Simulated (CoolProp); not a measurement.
Aqueous potassium formate as a coolant, at 39 °C, 1 atm.

Computed with CoolProp (Melinder's fits for secondary coolants).

```csv
mass %,freezing point (°C),density (kg/m³),conductivity (W/(m K)),viscosity (mPa s),cp (kJ/(kg K))
2.2,-0.9,1007,0.623,0.703,4.096
7,-3.3,1036,0.610,0.762,3.923
11.7,-5.9,1064,0.600,0.812,3.760
16.4,-9.0,1093,0.591,0.876,3.601
21.1,-12.5,1123,0.582,0.963,3.447
25.8,-16.7,1154,0.573,1.07,3.300
30.6,-21.8,1186,0.563,1.19,3.159
35.3,-27.9,1219,0.552,1.31,3.032
40,-35.0,1253,0.539,1.43,2.915
44.7,-43.4,1289,0.525,1.60,2.805
```
